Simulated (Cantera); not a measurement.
**Diamond growth**

A diamond (100) surface in a fixed gas of H2 with x(CH4) = 0.0059, x(H) = 0.022, x(CH3) = 0.00063, at 975 K; coverages are run to steady state.

Computed with Cantera and the Harris–Goodwin 1993 mechanism for the reconstructed diamond (100) surface.

```tsv
P (Pa)	growth (µm/h)	θ c6HH	θ c6H*	θ c6*H	θ c6**	θ c6HM
320	0.869	0.607	0.0158	0.348	0.00794	0.0159
570	1.59	0.606	0.0158	0.348	0.00794	0.0163
1000	2.84	0.606	0.0158	0.348	0.00794	0.0166
1800	5.16	0.606	0.0159	0.348	0.00794	0.0168
3200	9.23	0.606	0.0159	0.348	0.00795	0.0169
5700	16.5	0.606	0.0160	0.347	0.00796	0.0169
10000	29.0	0.606	0.0162	0.347	0.00798	0.0170
18000	52.4	0.606	0.0166	0.347	0.00803	0.0170
```
θ: site fractions in the mechanism's names (c6HH fully hydrogenated, c6H* and c6*H radical sites, c6** diradical, c6HM methylated).
